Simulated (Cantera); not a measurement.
Thermodynamics of silicon carbide growth, feed CH₃SiCl₃ + C₃H₈ + H₂

A closed system holds: 1 mol CH₃SiCl₃, a varied amount of C₃H₈, 43 mol H₂, at 1000 K and 1000 Pa.

Method: chemical equilibrium by Gibbs-energy minimisation in Cantera with the NASA 1993 tables (ideal gas, pure condensed phases). Candidate condensed phases: C, C₆H₆, C₇H₈, C₈H₁₈, Si, SiC; 109 gas species. The feed counts by its element totals alone. Rates play no part.

At 0.0056 mol C₃H₈ the condensed part is SiC(s). From 0.0083 mol C₃H₈ to 0.26 mol C₃H₈ the condensed part is C(graphite) + SiC(s). The main Si-bearing gas is SiCl₄ throughout.

```
n(C₃H₈) (mol)   x H₂   x HCl     x CH₄   x SiCl₄  n SiC(s)  n C(graphite)
-------------  -----  ------  --------  --------  --------  -------------
0.0056         0.935  0.0637  0.000780  0.000366     0.981              0
0.0083         0.935  0.0637  0.000835  0.000344     0.982        0.00440
0.012          0.935  0.0637  0.000835  0.000343     0.982         0.0155
0.018          0.935  0.0637  0.000835  0.000343     0.982         0.0334
0.026          0.935  0.0637  0.000835  0.000342     0.982         0.0574
0.039          0.935  0.0636  0.000835  0.000340     0.982         0.0962
0.057          0.935  0.0635  0.000835  0.000338     0.982          0.150
0.083          0.935  0.0634  0.000836  0.000335     0.982          0.228
0.12           0.936  0.0632  0.000836  0.000331     0.983          0.339
0.18           0.936  0.0629  0.000836  0.000324     0.983          0.518
0.26           0.936  0.0625  0.000837  0.000316     0.983          0.758
```
x: gas mole fraction; n: condensed amount in mol.
